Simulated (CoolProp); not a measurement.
n-octane at 529.36 K and 0.966 MPa flows at 1.5 m/s in a round tube of 12.7 mm bore and 0.25 µm roughness, fully developed (64/Re and Nu = 3.66 if laminar; Colebrook and Gnielinski if turbulent). Each further row changes one setting.

Computed with CoolProp (reference Helmholtz-energy equation of state, Beckmüller 2019).

```
case              Reynolds number  Darcy friction factor  pressure drop (Pa/m)  heat-transfer coefficient (W/(m² K))  mass flow (kg/h)
----------------  ---------------  ---------------------  --------------------  ------------------------------------  ----------------
as stated                   57800                 0.0203                  57.4                                   374              21.8
velocity 3 m/s             116000                 0.0176                   199                                   648              43.7
diameter 25.4 mm           116000                 0.0175                  24.8                                   323              87.4
```

Viscosity comes from a separate model (Huber 2004). Thermal conductivity comes from a separate model (Huber 2005).
